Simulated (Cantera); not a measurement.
Charge: 1 mol B, 0.56 mol N₂, 0.13 mol NH₃, held at 0.900 Torr.

Cantera equilibrium calculation (NASA polynomials, part measured and part estimated; ideal gas, pure solids and liquids). Candidate condensed phases: B, BN; 15 gas species. Mutual solubility and eutectic melting of coexisting phases are not modelled. The tables' values for BH₂ are old estimates; treat these amounts as uncertain. Equilibrium is a limit: real reactors are often held back by kinetics, nucleation or transport.

log p: log10 of the partial pressure in bar; n: condensed amount in mol.

| T (K) | log p N₂ | log p H₂ | log p H | log p B | log p BH₂ | log p BN | n BN(s) | n B(s) |
|---|---|---|---|---|---|---|---|---|
| 1950 | -3.33 | -3.15 | -4.52 | ___ | -7.07 | -9.28 | 1.000 | 0 |
| 1975 | -3.34 | -3.15 | -4.44 | ___ | -6.93 | -9.04 | 1.000 | 0 |
| 2000 | -3.34 | -3.16 | -4.37 | ___ | -6.78 | -8.80 | 1.000 | 0 |
| 2025 | -3.34 | -3.16 | -4.30 | ___ | -6.64 | -8.57 | 1.000 | 0 |
| 2050 | -3.34 | -3.17 | -4.23 | ___ | -6.51 | -8.34 | 1.000 | 0 |
| 2075 | -3.34 | -3.17 | -4.16 | ___ | -6.38 | -8.13 | 1.000 | 0 |
| 2100 | -3.31 | -3.20 | -4.11 | ___ | -6.29 | -7.91 | 0.967 | 0.0322 |
| 2125 | -3.17 | -3.36 | -4.12 | ___ | -6.39 | -7.70 | 0.697 | 0.302 |
| 2150 | -3.05 | -3.61 | -4.18 | ___ | -6.60 | -7.51 | 0 | 0.999 |

Q: Some entries are withheld; supply them.

A: 
- 1950, log p B: -7.71
- 1975, log p B: -7.44
- 2000, log p B: -7.17
- 2025, log p B: -6.91
- 2050, log p B: -6.66
- 2075, log p B: -6.41
- 2100, log p B: -6.19
- 2125, log p B: -6.03
- 2150, log p B: -5.87
